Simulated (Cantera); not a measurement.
Charge: 1 mol Si, 1.6 mol H₂, equilibrated at 927 °C and 2.50 bar.

These are equilibrium values from Cantera (NASA tables, ideal gas, pure condensed phases), not measurements of a reactor. Candidate condensed phases: Si; 9 gas species. Equilibrium is a limit: real reactors are often held back by kinetics, nucleation or transport.

Base state: H₂ 1.000 (mole fractions); condensed: Si(s).

Problem. What changes in the equilibrium state with this change: Si replaced by SiCl₄?

Solution. 
```tsv
species	before	after
H₂	1.000	0.542
SiCl₄	0	0.311
HCl	0	0.0752
SiHCl₃	0	0.0609
SiCl₃	0	0.00771
SiCl₂	0	0.00168
Si(s), mol	1.000	0
```
The tables' values for SiCl₃ are old estimates; treat these amounts as uncertain.
